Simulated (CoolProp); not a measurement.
Values from CoolProp's reference Helmholtz-energy equation of state, McLinden 2020.

### Question
For R1336mzz(Z), give the phase and the cv (kJ/(kg K)), speed of sound (m/s), isothermal compressibility (1/MPa), expansivity (1/kK) at 322 K and 1010 kPa; 440.7 K and 1010 kPa; 500 K and 1010 kPa.

### Answer
- 322 K and 1010 kPa: liquid; cv 0.939, speed of sound 550, isothermal compressibility 0.00342, expansivity 2.13
- 440.7 K and 1010 kPa: gas; cv 1.04, speed of sound 134, isothermal compressibility 1.17, expansivity 3.87
- 500 K and 1010 kPa: gas; cv 1.08, speed of sound 151, isothermal compressibility 1.08, expansivity 2.75
